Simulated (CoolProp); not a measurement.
Computed with CoolProp (reference Helmholtz-energy equation of state, Leachman 2009).

Question: For normal hydrogen, give the phase and the cv (kJ/(kg K)), conductivity (mW/(m K)) at 247.45 °C and 0.0904 MPa.

Answer: 
- 247.45 °C and 0.0904 MPa: gas; cv 10.4, conductivity 279

Thermal conductivity comes from a separate model (Assael 2011).
